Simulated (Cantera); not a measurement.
## Stirred combustor or abatement burner

A perfectly stirred reactor is fed with CH4 : C2H6 : C3H8 : O2 : N2 = 1 : 0.45 : 0.036 : 3.45 : 13 (molar parts), at 6.12 atm; it is adiabatic with a 548 K inlet, and is followed from long to short residence time, starting on the burning branch (τ in s: 0.12, 0.045, 0.018, 0.007, 0.0027, 0.0011, 0.00042, 0.00016, 6.5e-05, 2.5e-05, 9.9e-06).

Computed with Cantera and GRI-Mech 3.0 (53 species, 325 reactions).

```
τ (s)    T (K)     x CH4   x C2H6   x C3H8    x CH2O   x C2H4     x C2H
-------  -----  --------  -------  -------  --------  -------  --------
0.12      2408   7.86e-7  1.37e-8  1.39e-9   1.35e-7  3.66e-8  9.08e-10
0.045     2406   1.93e-6  3.62e-8  3.64e-9   3.39e-7  9.62e-8   2.36e-9
0.018     2402   4.14e-6  8.90e-8  8.78e-9   7.65e-7  2.33e-7   5.64e-9
0.0070    2393   8.30e-6  2.22e-7  2.11e-8   1.65e-6  5.67e-7   1.33e-8
0.0027    2377   1.55e-5  5.52e-7  4.95e-8   3.32e-6  1.33e-6   2.99e-8
0.0011    2354   2.73e-5  1.28e-6  1.07e-7   6.13e-6  2.85e-6   6.03e-8
0.00042   2318   5.09e-5  3.12e-6  2.39e-7   1.16e-5  6.05e-6   1.18e-7
0.00016   2268  0.000102  7.56e-6  5.31e-7   2.23e-5  1.22e-5   2.10e-7
6.5e-5    2208  0.000214  1.78e-5  1.17e-6   4.39e-5  2.38e-5   3.44e-7
2.5e-5    2120  0.000596  5.16e-5  3.20e-6  0.000106  6.06e-5   6.14e-7
9.9e-6     548    0.0558   0.0251  0.00201    <1e-12   <1e-12    <1e-12
```
x: mole fraction; the columns are a selection and need not sum to one.
